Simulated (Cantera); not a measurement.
Input: 1 mol Fe, 0.56 mol O2, 1.3 mol CO, at 10.0 Torr.

These are equilibrium values from Cantera (NASA tables, ideal gas, pure condensed phases), not measurements of a reactor. Candidate condensed phases: C, Fe, Fe(CO)5, FeO, Fe2O3, Fe3O4; 15 gas species. Each liquid is taken as pure. Mutual solubility and eutectic melting of coexisting phases are not modelled. The tables' stoichiometric FeO is somewhat more stable than real wüstite, so its field is too wide. FeO: taken at fixed stoichiometry. Equilibrium is a limit: real reactors are often held back by kinetics, nucleation or transport.

Which condensed phases are stable at each of these points (T (K)): 1375, 1425, 1475, 1525, 1575, 1625, 1675, 1725, 1775, 1825, 1875?


```json
[
 {"T (K)": "1375", "condensed phases": "Fe(γ) + FeO(s)", "Fe condensed (%)": "100.0"},
 {"T (K)": "1425", "condensed phases": "Fe(γ) + FeO(s)", "Fe condensed (%)": "100.0"},
 {"T (K)": "1475", "condensed phases": "Fe(γ) + FeO(s)", "Fe condensed (%)": "100.0"},
 {"T (K)": "1525", "condensed phases": "Fe(γ) + FeO(s)", "Fe condensed (%)": "100.0"},
 {"T (K)": "1575", "condensed phases": "Fe(γ) + FeO(s)", "Fe condensed (%)": "100.0"},
 {"T (K)": "1625", "condensed phases": "Fe(γ) + FeO(s)", "Fe condensed (%)": "100.0"},
 {"T (K)": "1675", "condensed phases": "Fe(δ) + FeO(l)", "Fe condensed (%)": "100.0"},
 {"T (K)": "1725", "condensed phases": "Fe(δ) + FeO(l)", "Fe condensed (%)": "99.9"},
 {"T (K)": "1775", "condensed phases": "Fe(δ) + FeO(l)", "Fe condensed (%)": "99.8"},
 {"T (K)": "1825", "condensed phases": "Fe(l) + FeO(l)", "Fe condensed (%)": "99.6"},
 {"T (K)": "1875", "condensed phases": "Fe(l) + FeO(l)", "Fe condensed (%)": "99.2"}
]
```

From 1375 K to 1625 K the condensed part is Fe(γ) + FeO(s). From 1675 K to 1775 K the condensed part is Fe(δ) + FeO(l). From 1825 K to 1875 K the condensed part is Fe(l) + FeO(l).
